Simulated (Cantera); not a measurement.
**Adiabatic ignition**

An adiabatic, constant-volume homogeneous reactor starts with 15.9 % H₂, 17.6 % O₂, 66.5 % N₂, at 1523 K and 970000 Pa.

Model: the H2/O2 subset of GRI-Mech 3.0, which has no nitrogen chemistry, integrated in Cantera. The hydrogen kinetics of GRI-Mech 3.0 are dated; newer H2 mechanisms differ, most at raised pressure.

| t (s) | T (K) | P (bar) | x H₂ | x O₂ | x H₂O | x O | x HO₂ | x OH | x H |
|---|---|---|---|---|---|---|---|---|---|
| 3.00e-6 | 2702 | 16.0 | 0.00371 | 0.0990 | 0.157 | 0.00567 | 3.86e-5 | 0.0188 | 0.00171 |
| 1.15e-5 | 2754 | 16.3 | 0.00231 | 0.100 | 0.161 | 0.00357 | 3.81e-5 | 0.0156 | 0.000834 |
| 4.42e-5 | 2754 | 16.3 | 0.00231 | 0.100 | 0.161 | 0.00357 | 3.81e-5 | 0.0156 | 0.000834 |
| 0.000170 | 2754 | 16.3 | 0.00231 | 0.100 | 0.161 | 0.00357 | 3.81e-5 | 0.0156 | 0.000834 |
| 0.000651 | 2754 | 16.3 | 0.00231 | 0.100 | 0.161 | 0.00357 | 3.81e-5 | 0.0156 | 0.000834 |
| 0.00250 | 2754 | 16.3 | 0.00231 | 0.100 | 0.161 | 0.00357 | 3.81e-5 | 0.0156 | 0.000834 |
| 0.00960 | 2754 | 16.3 | 0.00231 | 0.100 | 0.161 | 0.00357 | 3.81e-5 | 0.0156 | 0.000834 |
| 0.0368 | 2754 | 16.3 | 0.00231 | 0.100 | 0.161 | 0.00357 | 3.81e-5 | 0.0156 | 0.000834 |
| 0.141 | 2754 | 16.3 | 0.00231 | 0.100 | 0.161 | 0.00357 | 3.81e-5 | 0.0156 | 0.000834 |
| 0.543 | 2754 | 16.3 | 0.00231 | 0.100 | 0.161 | 0.00357 | 3.81e-5 | 0.0156 | 0.000834 |
| 2.08 | 2754 | 16.3 | 0.00231 | 0.100 | 0.161 | 0.00357 | 3.81e-5 | 0.0156 | 0.000834 |
| 8.00 | 2754 | 16.3 | 0.00231 | 0.100 | 0.161 | 0.00357 | 3.81e-5 | 0.0156 | 0.000834 |
x: mole fraction; the columns are a selection and need not sum to one.

```json
{
  "time_of_steepest_temperature_rise": "1.51 µs",
  "temperature at 8.00 s": "2754 K",
  "equilibrium_temperature": "2754 K",
  "x(H₂) at 8.00 s": "0.00231 (gas-phase equilibrium 0.00231)",
  "x(O₂) at 8.00 s": "0.100 (gas-phase equilibrium 0.100)",
  "x(H₂O) at 8.00 s": "0.161 (gas-phase equilibrium 0.161)"
}
```
